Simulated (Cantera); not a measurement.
A Cantera script and its output.

```python
import numpy as np
import cantera as ct

gas = ct.Solution("gri30.yaml")
gas.TPX = 1325, 280, {'H2': 0.021, 'O2': 1}
reactor = ct.IdealGasConstPressureReactor(gas, energy="off", clone=False)
net = ct.ReactorNet([reactor])
net.rtol, net.atol = 1e-08, 1e-18
show = ['H2', 'O2', 'H2O2', 'OH', 'H']
times = np.geomspace(1e-05, 10, 13)

steps = ct.SolutionArray(gas, extra=["t"])
rows = []
print(f"{'t/s':>10s}{'T/K':>9s}{'P/Pa':>11s}" + "".join(f"{s:>11s}" for s in show))
for t in times:
    while net.time < t:
        t_next = net.step()
        steps.append(gas.state, t=t_next)
    rows.append([np.interp(t, steps.t, y) for y in (steps.T, steps.P, *steps(*show).X.T)])
    print(f"{t:10.3e}{rows[-1][0]:9.1f}{rows[-1][1]:11.4g}" + "".join(f"{x:11.3e}" for x in rows[-1][2:]))
rate = np.gradient(steps.T, steps.t)
print("integrator steps:", len(steps.t))
if steps.T.max() > steps.T[0] + 200:
    print(f"time of steepest temperature rise: {steps.t[rate.argmax()]:.4e} s")
gas.TPX = 1325, 280, {'H2': 0.021, 'O2': 1}
gas.equilibrate("TP")
print(f"equilibrium (TP): T = {gas.T:.1f} K  " + "  ".join(f"{s} {gas[s].X[0]:.3e}" for s in show))
```

Result:

```
       t/s      T/K       P/Pa         H2         O2       H2O2         OH          H
 1.000e-05   1325.0        280  2.057e-02  9.794e-01  1.567e-15  1.316e-11  3.169e-10
 3.162e-05   1325.0        280  2.057e-02  9.794e-01  1.567e-14  1.234e-10  9.214e-10
 1.000e-04   1325.0        280  2.057e-02  9.794e-01  1.562e-13  1.024e-09  2.313e-09
 3.162e-04   1325.0        280  2.057e-02  9.794e-01  1.552e-12  6.623e-09  4.674e-09
 1.000e-03   1325.0        280  2.057e-02  9.794e-01  1.523e-11  3.774e-08  1.222e-08
 3.162e-03   1325.0        280  2.057e-02  9.794e-01  1.439e-10  5.448e-07  1.348e-07
 1.000e-02   1325.0        280  1.918e-02  9.782e-01  1.430e-09  6.264e-04  1.597e-04
 3.162e-02   1325.0        280  1.647e-04  9.605e-01  6.112e-09  2.228e-03  1.329e-03
 1.000e-01   1325.0        280  1.597e-04  9.609e-01  6.059e-09  2.200e-03  1.286e-03
 3.162e-01   1325.0        280  1.507e-04  9.620e-01  6.004e-09  2.138e-03  1.172e-03
 1.000e+00   1325.0        280  1.263e-04  9.649e-01  5.817e-09  1.960e-03  8.871e-04
 3.162e+00   1325.0        280  7.728e-05  9.705e-01  5.178e-09  1.538e-03  4.140e-04
 1.000e+01   1325.0        280  2.607e-05  9.762e-01  3.576e-09  8.961e-04  7.896e-05
integrator steps: 756
equilibrium (TP): T = 1325.0 K  H2 5.355e-08  O2 9.792e-01  H2O2 7.195e-11  OH 4.072e-05  H 7.200e-09
```

Computed with Cantera and GRI-Mech 3.0 (53 species, 325 reactions). Radical loss at walls, strong at low pressure, is not modelled.
